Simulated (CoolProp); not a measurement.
Vapour-liquid equilibrium of R22 (1) + c-C4F8 (RC318) (2) at 1.75 MPa; x and y are mole fractions of (1).

Computed with CoolProp (multi-fluid Helmholtz-energy mixture model, Kamei 1995 and Platzer 1990; pair parameters Bell 2016). This equation is an older, rougher fit; its heat capacities, sound speeds and derivatives of the liquid may be far off and weren't checked against measurements.

### Question
Give the bubble temperature and the first vapour's composition at x = 0.2, 0.35, 0.65. Is there an azeotrope?

### Answer
x = 0.2: 353.5 K, y = 0.328; x = 0.35: 341.6 K, y = 0.563; x = 0.65: 325.7 K, y = 0.810. No azeotrope shows between x = 0.05 and 0.95.

Pair parameters are fitted to limited data, so mixtures are less certain than the pure fluids. The gap from Raoult's law changes sign with composition, which may be real or a fault of the pair parameters; it wasn't checked against measurements.
